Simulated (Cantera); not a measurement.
An isothermal plug-flow reactor at 825 K and 1.70 bar (inlet), inlet velocity 0.12 m/s, active area per volume 130 1/m; feed 0.482 % H₂, 1.85 % O₂, 97.7 % N₂.

Detailed kinetics in Cantera: Deutschmann's 1995 Pt surface mechanism with GRI-Mech 3.0 gas chemistry. Catalytic surfaces can have several steady states; this one follows from the mechanism file's or the stated starting coverage. Mass transfer to the wall is taken as infinitely fast.

x: gas mole fraction; θ: surface coverage.

| z (m) | x H₂ | x O₂ | x H₂O | θ free Pt | θ O* | θ OH* |
|---|---|---|---|---|---|---|
| 9.2e-05 | ? | 0.0170 | 0.00316 | 0.200 | 0.796 | 0.00308 |
| 0.00016 | ? | 0.0167 | 0.00375 | 0.147 | 0.850 | 0.00282 |
| 0.00029 | ? | 0.0165 | 0.00424 | 0.110 | 0.887 | 0.00257 |
| 0.00052 | ? | 0.0163 | 0.00458 | 0.0909 | 0.907 | 0.00241 |
| 0.00092 | ? | 0.0162 | 0.00476 | 0.0823 | 0.915 | 0.00233 |
| 0.0016 | ? | 0.0162 | 0.00482 | 0.0798 | 0.918 | 0.00230 |
| 0.0029 | ? | 0.0162 | 0.00483 | 0.0794 | 0.918 | 0.00230 |
| 0.0052 | 1.87e-10 | 0.0162 | 0.00483 | 0.0794 | 0.918 | 0.00230 |
| 0.0092 | <1e-12 | 0.0162 | 0.00483 | 0.0794 | 0.918 | 0.00230 |

Some entries are withheld; supply them.


- 9.2e-05, x H₂: 0.00167
- 0.00016, x H₂: 0.00108
- 0.00029, x H₂: 0.000588
- 0.00052, x H₂: 0.000251
- 0.00092, x H₂: 6.92e-5
- 0.0016, x H₂: 8.80e-6
- 0.0029, x H₂: 1.80e-7
